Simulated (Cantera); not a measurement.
## Premixed flame

A freely propagating, adiabatic, planar premixed flame of CH₄ : H₂ : O₂ : N₂ = 1 : 1 : 2.55 : 9.59 (molar parts), equivalence ratio 0.98, unburnt at 525 K and 120000 Pa; mixture-averaged transport, grid criteria slope 0.08 and curve 0.16, no radiation.

Cantera simulation using GRI-Mech 3.0 (53 species, 325 reactions); the numbers are that mechanism's predictions, not measurements. Burning velocities carry a grid error of a few per cent, more on coarse grids.

```
z (mm)   T (K)  u (m/s)    x CH₄    x H₂    x O₂  x CH₂CO       x O   x C₂H₂
-------  -----  -------  -------  ------  ------  -------  --------  -------
-0.749     525     1.50   0.0708  0.0703   0.180    <1e-8     <1e-8    <1e-8
-0.499     526     1.50   0.0708  0.0690   0.181    <1e-8     <1e-8    <1e-8
-0.374     529     1.51   0.0709  0.0671   0.181    <1e-8   1.16e-8    <1e-8
-0.250     557     1.58   0.0702  0.0623   0.181  4.96e-8   2.32e-7  1.39e-7
-0.125     858     2.44   0.0576  0.0516   0.162  3.81e-6   2.36e-5  4.66e-6
-0.0624   1262     3.61   0.0361  0.0446   0.128  2.58e-5  0.000229  1.97e-5
0         1676     4.83   0.0105  0.0356  0.0787  5.15e-5   0.00130  5.30e-5
0.0624    1868     5.39  0.00107  0.0250  0.0455  1.36e-5   0.00376  1.78e-5
0.125     1927     5.55  5.56e-5  0.0194  0.0325  8.80e-7   0.00531  9.46e-7
0.250     1991     5.70  1.51e-7  0.0173  0.0257    <1e-8   0.00542    <1e-8
0.499     2071     5.90    <1e-8  0.0161  0.0221    <1e-8   0.00443    <1e-8
0.998     2160     6.11    <1e-8  0.0136  0.0190    <1e-8   0.00314    <1e-8
2.00      2243     6.31    <1e-8  0.0106  0.0160    <1e-8   0.00200    <1e-8
```
x: mole fraction of selected species; z is measured from the peak of heat release.

```
Item                        Result
------------------------  --------
laminar burning velocity  150 cm/s
thermal thickness         0.250 mm
peak x(CH₂CO)              5.27e-5
peak x(O)                  0.00558
peak x(C₂H₂)               5.33e-5
grid points                    148
```
